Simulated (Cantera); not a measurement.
Ammonia decomposition in nitride growth gas

A perfectly stirred reactor is fed with 34.5 % NH3, 65.5 % N2, at 1200 Torr; it is held at 1900 K, and followed from long to short residence time.

Computed with Cantera and the gas-phase N/H chemistry of the illustrative SiF4/NH3 mechanism in the Surface Chemkin manual (1991). Walls and surfaces, which speed up NH3 decomposition in real reactors, are not modelled.

```json
[
 {"τ (s)": "0.97", "x NH3": "0.0372", "x N2H2": "5.68e-8", "x H2": "0.343", "x NH": "2.05e-6", "x N2": "0.620"},
 {"τ (s)": "0.26", "x NH3": "0.0877", "x N2H2": "1.89e-7", "x H2": "0.287", "x NH": "3.17e-6", "x N2": "0.625"},
 {"τ (s)": "0.071", "x NH3": "0.177", "x N2H2": "4.89e-7", "x H2": "0.187", "x NH": "4.22e-6", "x N2": "0.636"},
 {"τ (s)": "0.019", "x NH3": "0.270", "x N2H2": "8.74e-7", "x H2": "0.0827", "x NH": "4.60e-6", "x N2": "0.646"},
 {"τ (s)": "0.0053", "x NH3": "0.320", "x N2H2": "1.10e-6", "x H2": "0.0279", "x NH": "4.06e-6", "x N2": "0.652"},
 {"τ (s)": "0.0014", "x NH3": "0.338", "x N2H2": "1.13e-6", "x H2": "0.00754", "x NH": "3.12e-6", "x N2": "0.654"},
 {"τ (s)": "0.00039", "x NH3": "0.343", "x N2H2": "9.17e-7", "x H2": "0.00184", "x NH": "2.32e-6", "x N2": "0.655"}
]
```
x: mole fraction; the columns are a selection and need not sum to one.
